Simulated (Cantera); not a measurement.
Thermodynamics of nitride etching, feed Si3N4 + H2O + N2

Charge: 1 mol Si3N4, 0.87 mol H2O, 65 mol N2.

Method: chemical equilibrium by Gibbs-energy minimisation in Cantera with the NASA 1993 tables (ideal gas, pure condensed phases). Candidate condensed phases: H2O, Si, SiO2, Si2N2O, Si3N4; 35 gas species. Mutual solubility and eutectic melting of coexisting phases are not modelled. Kinetics and transport are ignored.

Stable condensed phases:

```
T in °C \ P in Pa
              1    4.2     18     75    320   1300   5600  24000 100000
   1875       A      A      A      A      A      B      B      B      B
   1775       A      A      A      A      B      B      B      B      C
   1675       A      A      A      A      B      B      B      C      C
   1575       A      A      A      B      B      B      C      C      C
   1475       A      A      B      B      B      C      C      C      C
   1375       B      B      B      D      C      C      C      C      C
   1275       B      B      D      C      C      C      C      C      C
   1175       B      C      C      C      C      C      C      C      C
   1075       C      C      C      C      C      C      C      C      C
    975       C      C      C      C      C      C      C      C      C
    875       C      C      C      C      C      C      C      C      C
    775       C      C      C      C      C      C      C      C      C
    675       C      C      C      C      C      C      C      C      C
    575       C      C      C      C      C      C      C      C      C
```

A: gas only; B: Si; C: Si2N2O + Si3N4; D: Si3N4.
